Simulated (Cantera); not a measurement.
A closed system holds: 1 mol Si, 1.2 mol CO₂, 940 mol H₂, at 1652 °C and 0.133 bar.

These are equilibrium values from Cantera (NASA tables, ideal gas, pure condensed phases), not measurements of a reactor. Candidate condensed phases: C, C₆H₆, C₇H₈, C₈H₁₈, H₂O, Si, SiC, SiO₂; 123 gas species. Kinetics and transport are ignored.

Q: What is the equilibrium state?

A: 
```
Property                                    Value
--------------------------------------  ---------
x(H₂)                                       0.995
x(H)                                      0.00261
x(CO)                                     0.00127
x(SiO)                                    0.00106
x(H₂O)                                   0.000212
gas amount                              943.4 mol
log10 activity of Si(l) (absent)            -3.25
log10 activity of C(graphite) (absent)      -3.90
```
